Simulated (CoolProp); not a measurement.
The fluid at 293.15 K and 1.36 MPa is throttled through a valve to 0.496 MPa with no heat exchange. The same conditions are run with several fluids, on thermodynamics alone (safety and materials aside).

The numbers come from the reference Helmholtz-energy equation of state of each fluid (n-perfluorohexane: Gao 2022; R365MFC: Lemmon 2016; isobutane: Bücker 2006; R152A: Outcalt 1996; 1,2-dichloroethane: Thol 2015) in CoolProp.

```json
[
 {"fluid": "n-perfluorohexane", "temperature change (K)": "+0.2", "final phase": "liquid", "final density (kg/m³)": "1690"},
 {"fluid": "R365MFC", "temperature change (K)": "+0.3", "final phase": "liquid", "final density (kg/m³)": "1270"},
 {"fluid": "isobutane", "temperature change (K)": "+0.2", "final phase": "liquid", "final density (kg/m³)": "(withheld)"},
 {"fluid": "R152A", "temperature change (K)": "-1.1", "final phase": "(withheld)", "final density (kg/m³)": "(withheld)"},
 {"fluid": "1,2-dichloroethane", "temperature change (K)": "(withheld)", "final phase": "liquid", "final density (kg/m³)": "1250"}
]
```

Problem. Complete the blanks.

Solution. 
- isobutane, final density (kg/m³): 557
- R152A, final phase: two-phase, vapour fraction 0.007
- R152A, final density (kg/m³): 639
- 1,2-dichloroethane, temperature change (K): +0.4
